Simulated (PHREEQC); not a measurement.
Consider water at 30 °C with 5.5 mmol/kgw H2S, 0.097 mmol/kgw HCl and 0.11 mmol/kgw ZnCl2. Closed to the air; pH follows from the charge balance.

The numbers come from PHREEQC with the ion-association model, phreeqc.dat.

```tsv
quantity	before	after
pH	3.50	4.47
ionic strength (mol/kgw)	0.000319	3.38e-5
```

Which change was made?
A. diluted 10-fold with water
B. HCl left out
C. temperature from 30 to 75 °C
D. H2S left out
E. diluted 5-fold with water

A, diluted 10-fold with water

This is a speciation only: nothing precipitates in the calculation. Some of these states are supersaturated (in Sphalerite (slow to form), for instance).
